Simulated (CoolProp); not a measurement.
Vapour-liquid equilibrium of cyclohexane (1) + toluene (2) at 288.7 K; x and y are mole fractions of (1).

Computed with CoolProp (multi-fluid Helmholtz-energy mixture model, Zhou 2014 and Lemmon 2006; pair parameters Bell 2016).

```tsv
x	bubble pressure (MPa)	y at the bubble point	dew pressure at overall composition x (MPa)	liquid density (mol/L)
0.05	0.002769	0.214	0.002385	[?]
0.15	0.003639	0.461	0.002605	9.423
0.25	0.004398	0.600	0.002870	9.404
0.35	0.005066	0.692	0.003191	9.385
0.45	0.005662	0.759	[?]	9.368
0.55	0.006204	0.812	0.004093	9.352
0.65	[?]	0.858	0.004739	9.338
0.75	0.007186	0.899	0.005575	9.325
0.85	0.007655	[?]	0.006620	9.314
0.95	0.008124	0.979	0.007791	9.305
```

Task: What belongs in the gaps?

Result: 
- 0.05, liquid density (mol/L): 9.442
- 0.45, dew pressure at overall composition x (MPa): 0.003590
- 0.65, bubble pressure (MPa): 0.006707
- 0.85, y at the bubble point: 0.938

No azeotrope shows between x = 0.05 and 0.95.

The pair parameters rest on a limited set of measurements; away from them the model extrapolates.
